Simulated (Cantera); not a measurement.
Charge: 1 mol Pb, a varied amount of N2, at 1325 K and 1000 Pa.

Equilibrium computed with Cantera from the NASA thermochemical tables; the gas is ideal and each condensed phase is pure. Candidate condensed phases: Pb; 4 gas species. The numbers say what is thermodynamically allowed, not how fast it happens.

log p: log10 of the partial pressure in bar; n: condensed amount in mol.

```tsv
n(N2) (mol)	log p N2	log p Pb	log p Pb2	n Pb(l)
0.11	-2.19	-2.44	-6.37	0.938
0.3	-2.19	-2.44	-6.37	0.831
0.83	-2.19	-2.44	-6.37	0.532
2.3	-2.16	-2.52	[?]	0
6.3	-2.06	-2.86	[?]	0
17	-2.02	-3.26	[?]	0
48	-2.01	-3.69	[?]	0
```

Task: What belongs in the gaps?

Result: 
- 2.3, log p Pb2: -6.52
- 6.3, log p Pb2: -7.21
- 17, log p Pb2: -8.00
- 48, log p Pb2: -8.87
